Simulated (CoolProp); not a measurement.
Vapour-liquid equilibrium of propane (1) + sulfur dioxide (2) at 299.8 K; x and y are mole fractions of (1).

Model: multi-fluid Helmholtz-energy mixture model, Lemmon 2009 and Gao 2016; pair parameters Bell 2016, in CoolProp.

| x | bubble pressure, mixture model (MPa) | bubble pressure, Raoult's law (MPa) | y, mixture model | y, Raoult's law |
|---|---|---|---|---|
| 0.05 | 0.7512 | 0.4432 | 0.446 | 0.112 |
| 0.15 | 1.042 | 0.5010 | 0.607 | 0.297 |
| 0.25 | 1.111 | 0.5589 | 0.637 | 0.444 |
| 0.35 | ___ | 0.6167 | 0.643 | 0.563 |
| 0.45 | ___ | 0.6745 | 0.647 | 0.662 |
| 0.55 | 1.137 | 0.7324 | ___ | 0.745 |
| 0.65 | 1.146 | 0.7902 | 0.681 | 0.817 |
| 0.75 | ___ | 0.8481 | 0.723 | 0.878 |
| 0.85 | 1.120 | 0.9059 | ___ | 0.931 |
| 0.95 | ___ | 0.9638 | 0.911 | 0.979 |

Problem. Complete the blanks.

Solution. 
- 0.35, bubble pressure, mixture model (MPa): 1.122
- 0.45, bubble pressure, mixture model (MPa): 1.128
- 0.55, y, mixture model: 0.657
- 0.75, bubble pressure, mixture model (MPa): 1.145
- 0.85, y, mixture model: 0.793
- 0.95, bubble pressure, mixture model (MPa): 1.051

The largest gap from Raoult's law is +108.0 % in bubble pressure, at x = 0.15. y crosses x between x = 0.65 and 0.75: the model has an azeotrope there.

The pair parameters rest on a limited set of measurements; away from them the model extrapolates. With so large a gap from Raoult's law the liquid may split in two, which this calculation doesn't test in full.
